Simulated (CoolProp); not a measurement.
Vapour-liquid equilibrium of n-octane (1) + p-xylene (2) at 241.65 °C; x and y are mole fractions of (1).

Values from CoolProp's multi-fluid Helmholtz-energy mixture model, Beckmüller 2019 and Zhou 2012; pair parameters Bell 2016.

| x | bubble pressure (kPa) | y at the bubble point | dew pressure at overall composition x (kPa) | liquid density (mol/L) |
|---|---|---|---|---|
| 0.05 | 887.6 | 0.067 | 881.9 | 5.849 |
| 0.2 | 944.9 | 0.246 | 930.4 | 5.511 |
| 0.35 | 992.6 | 0.401 | 977.3 | 5.201 |
| 0.5 | 1033 | 0.544 | 1021 | 4.915 |
| 0.65 | 1067 | 0.682 | 1059 | 4.653 |
| 0.8 | 1096 | 0.818 | 1093 | 4.411 |
| 0.95 | 1122 | 0.954 | 1121 | 4.187 |

No azeotrope shows between x = 0.05 and 0.95.

Pair parameters are fitted to limited data, so mixtures are less certain than the pure fluids.
